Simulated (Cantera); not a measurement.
## Thermodynamics of silicon oxide and oxynitride deposition, feed SiH4 + O3 + H2 + N2O

Feed: 1 mol SiH4, 0.22 mol O3, 0.75 mol H2, 1.3 mol N2O, at 1823 K and 0.220 bar.

Cantera equilibrium calculation (NASA polynomials, part measured and part estimated; ideal gas, pure solids and liquids). Candidate condensed phases: H2O, Si, SiO2, Si2N2O, Si3N4; 35 gas species. The tables hold silica as quartz up to 1696 K and as liquid above; real silica turns to tridymite and cristobalite and melts near 1996 K. Kinetics and transport are ignored.

The x(H2) comes out as 0.670, the x(N2) comes out as 0.317 and the x(SiO) comes out as 0.0107. The x(H2O) is 0.000969 and the x(H) comes out as 0.000756. The x(NH3) is 1.89e-6. The n(SiO2(condensed)) comes out as 0.956 mol. The gas amount is 4.096 mol and the log10 activity of Si(l) (absent) is -2.73.
